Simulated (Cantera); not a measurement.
Feed: 1 mol BN, 9.1 mol H2, held at 1.33 mbar.

These are equilibrium values from Cantera (NASA tables, ideal gas, pure condensed phases), not measurements of a reactor. Candidate condensed phases: B, BN; 15 gas species. Mutual solubility and eutectic melting of coexisting phases are not modelled. Kinetics and transport are ignored.

Q: What share of the B ends up in condensed phases as a function of T (K), at 1673, 1723, 1773, 1823, 1873, 1923, 1973, 2023, 2073, 2123, 2173, 2223, 2273?

A: 
```
T (K)  B condensed (%)            as
-----  ---------------  ------------
1673             100.0  B(s) + BN(s)
1723              99.9  B(s) + BN(s)
1773              99.9  B(s) + BN(s)
1823              99.9  B(s) + BN(s)
1873              99.8  B(s) + BN(s)
1923              99.7  B(s) + BN(s)
1973              99.6          B(s)
2023              99.4          B(s)
2073              99.0          B(s)
2123              98.5          B(s)
2173              97.5          B(s)
2223              95.7          B(s)
2273              92.5          B(s)
```
